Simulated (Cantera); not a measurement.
Input (Python, Cantera) and output of one run.

```python
import numpy as np
import cantera as ct

gas_names = """
    AL ALCL ALCL2 ALCL3 ALH AL2 AL2CL6 CL CL2 H HCL H2
""".split()
cond_names = """
    AL(cr) AL(L) ALCL3(s) ALCL3(L)
""".split()


# ... load() reads the species with a 1 bar reference pressure and builds the phases ...
atoms = {
    'AlCl3': {'AL': 1, 'CL': 3},
    'HCl': {'H': 1, 'CL': 1},
    'H2': {'H': 2},
}
top_T = {}  # K; cautious upper limits of use, not melting points


# ... equilibrate(T, P, feed) seeds the gas with the atoms and calls Mixture.equilibrate('TP', solver="vcs", rtol=1e-11, max_steps=5000) ...
results = []
feed = {'AlCl3': 1, 'HCl': 1.2, 'H2': 860}  # mol
P = 93  # Pa
for T in [900, 975, 1050, 1125, 1200, 1275, 1350, 1425, 1500, 1575, 1650, 1725, 1800, 1875]:
    mix = equilibrate(T, P, feed)
    results.append((T, P, feed, dict(zip(mix.species_names, mix.species_moles))))
    x = sorted(zip(gas.X, gas.species_names), reverse=True)
    print(f"T = {T:g} K  P = {P:g} Pa  gas = {mix.phase_moles(0):.4g} mol")
    print("   x: " + "  ".join(f"{s} {v:.3e}" for v, s in x if v > 0.001))
    print("   condensed (mol): " + ("  ".join(f"{mix.phase(i).name} {mix.phase_moles(i):.4g}"
          for i in range(1, mix.n_phases) if mix.phase_moles(i) > 1e-12) or "none"))
```

Result:

```
T = 900 K  P = 93 Pa  gas = 862.2 mol
   x: H2 9.974e-01  HCL 1.393e-03  ALCL3 1.158e-03
   condensed (mol): none
T = 975 K  P = 93 Pa  gas = 862.2 mol
   x: H2 9.974e-01  HCL 1.420e-03  ALCL3 1.142e-03
   condensed (mol): none
T = 1050 K  P = 93 Pa  gas = 862.3 mol
   x: H2 9.972e-01  HCL 1.680e-03
   condensed (mol): none
T = 1125 K  P = 93 Pa  gas = 862.6 mol
   x: H2 9.964e-01  HCL 2.430e-03
   condensed (mol): none
T = 1200 K  P = 93 Pa  gas = 863 mol
   x: H2 9.956e-01  HCL 3.228e-03
   condensed (mol): none
T = 1275 K  P = 93 Pa  gas = 863.2 mol
   x: H2 9.952e-01  HCL 3.579e-03  ALCL 1.071e-03
   condensed (mol): none
T = 1350 K  P = 93 Pa  gas = 863.2 mol
   x: H2 9.951e-01  HCL 3.667e-03  ALCL 1.126e-03
   condensed (mol): none
T = 1425 K  P = 93 Pa  gas = 863.3 mol
   x: H2 9.949e-01  HCL 3.690e-03  ALCL 1.143e-03
   condensed (mol): none
T = 1500 K  P = 93 Pa  gas = 863.4 mol
   x: H2 9.946e-01  HCL 3.697e-03  ALCL 1.149e-03
   condensed (mol): none
T = 1575 K  P = 93 Pa  gas = 863.8 mol
   x: H2 9.938e-01  HCL 3.699e-03  H 1.358e-03  ALCL 1.150e-03
   condensed (mol): none
T = 1650 K  P = 93 Pa  gas = 864.5 mol
   x: H2 9.922e-01  HCL 3.698e-03  H 2.967e-03  ALCL 1.146e-03
   condensed (mol): none
T = 1725 K  P = 93 Pa  gas = 865.8 mol
   x: H2 9.891e-01  H 6.057e-03  HCL 3.696e-03  ALCL 1.134e-03
   condensed (mol): none
T = 1800 K  P = 93 Pa  gas = 868.3 mol
   x: H2 9.835e-01  H 1.164e-02  HCL 3.694e-03  ALCL 1.107e-03
   condensed (mol): none
T = 1875 K  P = 93 Pa  gas = 872.5 mol
   x: H2 9.739e-01  H 2.121e-02  HCL 3.695e-03  ALCL 1.056e-03
   condensed (mol): none
```

These are equilibrium values from Cantera (NASA tables, ideal gas, pure condensed phases), not measurements of a reactor. The tables' values for AlCl2 are old estimates; treat these amounts as uncertain.
